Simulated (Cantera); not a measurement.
A closed system holds: 1 mol Fe2O3, 0.12 mol SO3, 3.7 mol CO2, at 1250 K and 0.200 bar.

Equilibrium computed with Cantera from the NASA thermochemical tables; the gas is ideal and each condensed phase is pure. Candidate condensed phases: C, Fe, Fe(CO)5, FeO, FeS, FeSO4, FeS2, Fe2O3, Fe2(SO4)3, Fe3O4, S; 25 gas species. Kinetics and transport are ignored.

Task: What is the equilibrium state?

Result: 
| Item | Result |
|---|---|
| x(CO2) | 0.954 |
| x(SO2) | 0.0306 |
| x(O2) | 0.0153 |
| x(SO3) | 0.000296 |
| n(Fe2O3(s)) | 1.00 mol |
| gas amount | 3.879 mol |
| log10 activity of Fe(γ) (absent) | -8.56 |
| log10 activity of S(l) (absent) | -11.88 |
| log10 activity of C(graphite) (absent) | -14.76 |
